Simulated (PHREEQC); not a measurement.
A solution holds 0.95 mol NaCl, 0.07 mol KCl and 2.4 mol LiCl per kg of water, at 25 °C and 50 atm. Closed to the air; pH follows from the charge balance.

All values are PHREEQC results (Pitzer model, pitzer.dat), not measurements.

| Quantity | Value |
|---|---|
| ionic strength | 3.42 mol/kgw |
| activity of water | 0.855 |
| density | 1.087 g/cm³ |
| osmotic coefficient | 1.268 |

```json
[
 {"species": "Cl-", "molality": "3.42", "activity": "1.96", "log γ": "-0.242"},
 {"species": "Li+", "molality": "2.40", "activity": "5.93", "log γ": "0.393"},
 {"species": "Na+", "molality": "0.950", "activity": "1.34", "log γ": "0.150"},
 {"species": "K+", "molality": "0.0700", "activity": "0.0738", "log γ": "0.023"},
 {"species": "OH-", "molality": "1.25e-7", "activity": "2.37e-8", "log γ": "-0.721"},
 {"species": "H+", "molality": "1.25e-7", "activity": "3.77e-7", "log γ": "0.481"}
]
```

Precipitation was switched off in this run. Species that the database lacks are ignored. Under pressure, the constants of complexes without a molar volume in the database are unreliable.
